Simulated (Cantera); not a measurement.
Adiabatic ignition

An adiabatic, constant-volume homogeneous reactor starts with CH4 : CO : O2 : N2 : CO2 = 2.6 : 1 : 3.21 : 12.1 : 0.46 (molar parts), equivalence ratio 1.8, at 1775 K and 10.0 bar.

Computed with Cantera and GRI-Mech 3.0 (53 species, 325 reactions). Above 3000 K some thermodynamic fits are extrapolated.

```
t (s)     T (K)  P (bar)     x CH4    x CO      x O2     x OH    x CH2O      x H
--------  -----  -------  --------  ------  --------  -------  --------  -------
5.00e-6    1775     10.0     0.133  0.0516     0.165  3.60e-6  0.000275  1.97e-6
1.18e-5    1793     10.1     0.128  0.0520     0.162  1.23e-5   0.00147  8.24e-6
2.79e-5    3121     19.7  8.58e-11   0.151  0.000779  0.00975   9.65e-8   0.0145
6.60e-5    3113     19.6  9.18e-11   0.151  0.000715  0.00936   9.75e-8   0.0142
0.000156   3110     19.6  9.34e-11   0.151  0.000699  0.00926   9.78e-8   0.0142
0.000368   3110     19.6  9.34e-11   0.151  0.000699  0.00926   9.78e-8   0.0142
0.000871   3110     19.6  9.34e-11   0.151  0.000699  0.00926   9.78e-8   0.0142
0.00206    3110     19.6  9.34e-11   0.151  0.000699  0.00926   9.78e-8   0.0142
0.00486    3110     19.6  9.34e-11   0.151  0.000699  0.00926   9.78e-8   0.0142
0.0115     3110     19.6  9.34e-11   0.151  0.000699  0.00926   9.78e-8   0.0142
0.0271     3110     19.6  9.34e-11   0.151  0.000699  0.00926   9.78e-8   0.0142
0.0641     3110     19.6  9.34e-11   0.151  0.000699  0.00926   9.78e-8   0.0142
0.152      3110     19.6  9.34e-11   0.151  0.000699  0.00926   9.78e-8   0.0142
0.358      3110     19.6  9.34e-11   0.151  0.000699  0.00926   9.78e-8   0.0142
0.846      3110     19.6  9.34e-11   0.151  0.000699  0.00926   9.78e-8   0.0142
2.00       3110     19.6  9.34e-11   0.151  0.000699  0.00926   9.78e-8   0.0142
```
x: mole fraction; the columns are a selection and need not sum to one.

The time of steepest temperature rise is 22.7 µs. The temperature at 2.00 s comes out as 3110 K. The equilibrium temperature is 3110 K, the x(CH4) at 2.00 s is 9.34e-11 (gas-phase equilibrium 1.07e-10) and the x(CO) at 2.00 s is 0.151 (gas-phase equilibrium 0.151). The x(O2) at 2.00 s comes out as 0.000699 (gas-phase equilibrium 0.000699).
